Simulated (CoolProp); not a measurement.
Properties of hexamethyldisiloxane (MM) along the isotherm 558.5 K.

The numbers come from the reference Helmholtz-energy equation of state, Thol 2016 in CoolProp.

| p (MPa) | phase | density (kg/m³) | cv (kJ/(kg K)) | isothermal compressibility (1/MPa) | expansivity (1/kK) | fugacity coefficient |
|---|---|---|---|---|---|---|
| 0.193 | gas | 6.942 | 2.096 | 5.332 | 1.982 | 0.9727 |
| 0.386 | gas | 14.31 | 2.099 | 2.751 | 2.205 | 0.9457 |
| 0.579 | gas | 22.16 | 2.103 | 1.898 | 2.466 | 0.9191 |
| 0.772 | gas | 30.57 | 2.107 | 1.478 | 2.774 | 0.8928 |
| 0.966 | gas | 39.68 | 2.112 | 1.231 | 3.144 | 0.8667 |
| 1.16 | gas | 49.56 | 2.117 | 1.072 | 3.590 | 0.8410 |
| 1.35 | gas | 60.12 | 2.122 | 0.9665 | 4.123 | 0.8162 |
| 1.54 | gas | 71.70 | 2.128 | 0.8935 | 4.782 | 0.7917 |
| 1.74 | gas | 85.26 | 2.134 | 0.8419 | 5.659 | 0.7663 |
| 1.93 | gas | 99.74 | 2.141 | 0.8120 | 6.738 | 0.7425 |
| 2.12 | supercritical | 116.2 | 2.149 | 0.7984 | 8.155 | 0.7190 |
| 2.32 | supercritical | 136.3 | 2.159 | 0.7994 | 10.16 | 0.6946 |
| 2.51 | supercritical | 158.8 | 2.169 | 0.8099 | 12.68 | 0.6717 |
| 2.7 | supercritical | 185.4 | 2.181 | 0.8167 | 15.74 | 0.6491 |
| 2.9 | supercritical | 218.0 | 2.193 | 0.7943 | 18.91 | 0.6258 |
